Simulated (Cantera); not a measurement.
A closed system holds: 1 mol Si, a varied amount of HCl, 2.1 mol H2, at 525 °C and 13300 Pa.

Equilibrium computed with Cantera from the NASA thermochemical tables; the gas is ideal and each condensed phase is pure. Candidate condensed phases: Si; 19 gas species. Equilibrium is a limit: real reactors are often held back by kinetics, nucleation or transport.

### Question
Which condensed phases are stable at each of these points (n(HCl) (mol)): 0.73, 1.3, 1.8, 2.3, 2.8, 3.3, 3.8, 4.4, 4.9?

### Answer
```tsv
n(HCl) (mol)	condensed phases	Si condensed (%)
0.73	Si(s)	80.3
1.3	Si(s)	65.1
1.8	Si(s)	51.9
2.3	Si(s)	38.7
2.8	Si(s)	25.5
3.3	Si(s)	12.3
3.8	gas only	0.0
4.4	gas only	0.0
4.9	gas only	0.0
```

From 0.73 mol HCl to 3.3 mol HCl the condensed part is Si(s). From 3.8 mol HCl to 4.9 mol HCl nothing is condensed.
